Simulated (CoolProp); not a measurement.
Vapour-liquid equilibrium of R114 (1) + n-heptane (2) at 156 kPa; x and y are mole fractions of (1).

Values from CoolProp's multi-fluid Helmholtz-energy mixture model, Platzer 1990 and Span 2003; pair parameters Bell 2016. This equation is an older, rougher fit; its heat capacities, sound speeds and derivatives of the liquid may be far off and weren't checked against measurements.

Task: Give the bubble temperature and the first vapour's composition at x = 0.05, 0.35, 0.85. Is there an azeotrope?

Result: x = 0.05: 92.2 °C, y = 0.470; x = 0.35: 38.6 °C, y = 0.944; x = 0.85: 19.6 °C, y = 0.991. No azeotrope shows between x = 0.05 and 0.95.

Pair parameters are fitted to limited data, so mixtures are less certain than the pure fluids.
